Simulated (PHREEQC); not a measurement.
# Brine (model solution)

Make-up at 20 °C: 1.1 mol NaOH, 0.25 mol MgSO4, 0.00022 mol H4SiO4 and 0.94 mol H2SO4 per kg of water. Closed to the air; pH follows from the charge balance.

Model: Pitzer model, pitzer.dat, run in PHREEQC.

No solid was allowed to form.

Task: Estimate the pH, activity of water.

Result: pH 0.73; activity of water 0.962.

Task: In which forms is S present?

Result: SO4-2 57 %, HSO4- 43 % of the S.

Species that the database lacks are ignored. In brines, pH and single-ion activities rest on the MacInnes convention.
